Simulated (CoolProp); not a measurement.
A single-stage vapour-compression cycle with the fluid: evaporating at 301.15 K (dew point), condensing at 353.15 K (bubble point), superheat 0 K, subcooling 2 K, compressor efficiency 0.75, no pressure losses. The same conditions are run with several fluids, on thermodynamics alone (safety and materials aside).

The numbers come from the reference Helmholtz-energy equation of state of each fluid (R245fa: Akasaka 2015; R134a: Tillner-Roth 1994; dimethyl ether: Wu 2011; R21: Platzer 1990; the fluoroketone C6F12O (FK-5-1-12): McLinden 2015; R124: de Vries 1995) in CoolProp. The equations of Platzer and Polt are older, rougher fits.

```json
[
 {"fluid": "R245fa", "cooling COP": "3.27", "pressure ratio": "4.76", "discharge temperature (K)": "353.1", "refrigerating effect (kJ/kg)": "120", "volumetric capacity (kJ/m³)": "1130"},
 {"fluid": "R134a", "cooling COP": "2.78", "pressure ratio": "[?]", "discharge temperature (K)": "[?]", "refrigerating effect (kJ/kg)": "[?]", "volumetric capacity (kJ/m³)": "3380"},
 {"fluid": "dimethyl ether", "cooling COP": "3.27", "pressure ratio": "3.47", "discharge temperature (K)": "371.4", "refrigerating effect (kJ/kg)": "264", "volumetric capacity (kJ/m³)": "3570"},
 {"fluid": "R21", "cooling COP": "3.65", "pressure ratio": "4.25", "discharge temperature (K)": "[?]", "refrigerating effect (kJ/kg)": "174", "volumetric capacity (kJ/m³)": "1530"},
 {"fluid": "the fluoroketone C6F12O (FK-5-1-12)", "cooling COP": "2.43", "pressure ratio": "[?]", "discharge temperature (K)": "353.1", "refrigerating effect (kJ/kg)": "37.6", "volumetric capacity (kJ/m³)": "[?]"},
 {"fluid": "R124", "cooling COP": "3.00", "pressure ratio": "3.76", "discharge temperature (K)": "[?]", "refrigerating effect (kJ/kg)": "83.7", "volumetric capacity (kJ/m³)": "2160"}
]
```

Q: Fill in the missing entries.

A: 
- R134a, pressure ratio: 3.62
- R134a, discharge temperature (K): 364.6
- R134a, refrigerating effect (kJ/kg): 95.5
- R21, discharge temperature (K): 386.3
- the fluoroketone C6F12O (FK-5-1-12), pressure ratio: 5.79
- the fluoroketone C6F12O (FK-5-1-12), volumetric capacity (kJ/m³): 226
- R124, discharge temperature (K): 356.1

The compression ends wet for: R245fa; the fluoroketone C6F12O (FK-5-1-12).
